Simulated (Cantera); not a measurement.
**Ignition delay**

Mixture: CH₄ : C₂H₆ : C₃H₈ : O₂ : N₂ = 1 : 0.049 : 0.57 : 3.59 : 21.9 (molar parts), equivalence ratio 1.4, at 750 Torr, adiabatic and at constant pressure. Ignition delay is the time to a rise of 400 K.

Cantera simulation using GRI-Mech 3.0 (53 species, 325 reactions); the numbers are that mechanism's predictions, not measurements. GRI-Mech 3.0 was tuned for natural gas; its chemistry of propane as a main component is partial and can be far from experiment.

```csv
T0 (K),delay (ms)
1175,16.2
1250,4.00
1325,1.21
1400,0.443
1475,0.195
1550,0.101
1625,0.0588
```

```
Property                                                 Value
--------------------------------------------------  ----------
apparent activation energy between 1475 and 1625 K  160 kJ/mol
```
